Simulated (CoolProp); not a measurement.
Vapour-liquid equilibrium of cyclohexane (1) + n-heptane (2) at 311.4 K; x and y are mole fractions of (1).

Model: multi-fluid Helmholtz-energy mixture model, Zhou 2014 and Span 2003; pair parameters Bell 2016, in CoolProp.

| x | bubble pressure, mixture model (bar) | bubble pressure, Raoult's law (bar) | y, mixture model | y, Raoult's law |
|---|---|---|---|---|
| 0.05 | 0.1203 | 0.1198 | 0.099 | 0.096 |
| 0.15 | 0.1329 | 0.1314 | 0.269 | 0.262 |
| 0.25 | 0.1452 | 0.1429 | 0.408 | 0.402 |
| 0.35 | 0.1573 | 0.1545 | 0.525 | 0.520 |
| 0.45 | 0.1691 | 0.1660 | 0.624 | 0.622 |
| 0.55 | 0.1806 | 0.1776 | 0.709 | 0.711 |
| 0.65 | 0.1918 | 0.1891 | 0.785 | 0.789 |
| 0.75 | 0.2028 | 0.2007 | 0.853 | 0.858 |
| 0.85 | 0.2136 | 0.2123 | 0.915 | 0.919 |
| 0.95 | 0.2243 | 0.2238 | 0.972 | 0.975 |

The largest gap from Raoult's law is +1.9 % in bubble pressure, at x = 0.45. No azeotrope shows between x = 0.05 and 0.95.

Pair parameters are fitted to limited data, so mixtures are less certain than the pure fluids.
